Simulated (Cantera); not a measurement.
CCl4 + Si (fluorocarbon and chlorocarbon gases)

Input: 1 mol CCl4, 0.32 mol Si, at 100 Torr.

Cantera equilibrium calculation (NASA polynomials, part measured and part estimated; ideal gas, pure solids and liquids). Candidate condensed phases: C, Si, SiC; 24 gas species. The tables' values for SiCl3 are old estimates; treat these amounts as uncertain. The numbers say what is thermodynamically allowed, not how fast it happens.

```tsv
T (°C)	log p Cl	log p Cl2	log p SiCl4	log p SiCl3	n C(graphite)
1025	-2.40	-0.98	-1.60	-7.07	1.000
1125	-2.05	-1.00	-1.61	-6.30	1.000
1225	-1.76	-1.04	-1.62	-5.63	1.000
1325	-1.51	-1.10	-1.65	-5.05	1.000
1425	-1.32	-1.19	-1.68	-4.52	1.000
1525	-1.17	-1.33	-1.72	-4.04	1.000
1625	-1.07	-1.51	-1.77	-3.59	1.000
1725	-1.00	-1.74	-1.82	-3.16	0.999
1825	-0.97	-1.98	-1.88	-2.78	0.999
```
log p: log10 of the partial pressure in bar; n: condensed amount in mol.

From 1025 °C to 1825 °C the condensed part is C(graphite). The main Si-bearing gas is SiCl4 throughout.
